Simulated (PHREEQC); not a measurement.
Solution (20 °C): 0.021 mol Al2(SO4)3 and 0.054 mol CaCl2 per kg of water. Closed to the air; pH follows from the charge balance.

Model: ion-association model, wateq4f.dat, run in PHREEQC.

This is a speciation only: nothing precipitates in the calculation.

Question: Order these Al species by the share of Al that they hold, largest first: AlOH+2, Al+3, Al(SO4)2-, AlSO4+.

Answer: AlSO4+ (64 %), Al+3 (27 %), Al(SO4)2- (9.3 %), AlOH+2 (0.59 %)

The pH is 3.88 and the ionic strength 0.240 mol/kgw. The solution is supersaturated, for example in Basaluminite, Gypsum, so a real one may precipitate; this is no full list. Complexes and solids missing from the database can't appear.
